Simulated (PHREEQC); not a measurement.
Dissolve 0.58 mmol/kgw CaSO4, 0.8 mmol/kgw NaF and 0.00075 mmol/kgw H4SiO4 at 79 °C. Closed to the air; pH follows from the charge balance.

Model: ion-association model, phreeqc.dat, run in PHREEQC.

Each row changes one thing in this solution. This is a speciation only: nothing precipitates in the calculation.

```tsv
case	pH	ionic strength (mol/kgw)	Ca+2 (mol/kgw)	SO4-2 (mol/kgw)	CaSO4 (mol/kgw)	HF (mol/kgw)	SI of Fluorite (CaF2)	SI of Gypsum (CaSO4:2H2O)
as made	6.62	0.00294	0.000537	0.000535	4.28e-5	7.87e-7	+0.58	-2.03
diluted 10-fold with water	6.37	0.000310	5.73e-5	5.73e-5	6.87e-7	1.45e-7	-2.28	-3.83
temperature from 79 to 20 °C	7.23	0.00299	0.000548	0.000546	3.21e-5	6.10e-8	+1.05	-2.15
temperature from 79 to 65 °C	___	0.00295	0.000540	0.000537	4.05e-5	4.69e-7	+0.65	-2.08
NaF replaced by KHF2 at the same molality	3.82	0.00309	___	0.000510	4.05e-5	0.000610	+0.76	-2.06
temperature from 79 to 30 °C	7.09	0.00298	0.000546	0.000544	3.41e-5	1.01e-7	+0.93	-2.15
CaSO4 from 0.00058 to 0.00029 mol/kgw	6.62	___	0.000278	0.000276	1.25e-5	7.97e-7	+0.32	-2.56
diluted 2-fold with water	6.52	0.00151	0.000277	0.000276	1.31e-5	5.03e-7	-0.26	-2.55
```

Question: Some entries are withheld; supply them.

Answer: 
- temperature from 79 to 65 °C, pH: 6.71
- NaF replaced by KHF2 at the same molality, Ca+2 (mol/kgw): 0.000539
- CaSO4 from 0.00058 to 0.00029 mol/kgw, ionic strength (mol/kgw): 0.00191

Some of these states are supersaturated (in Fluorite, for instance). Constants without temperature data keep their 25 °C values here. SiF6-2 is the database's only silicon fluoride.
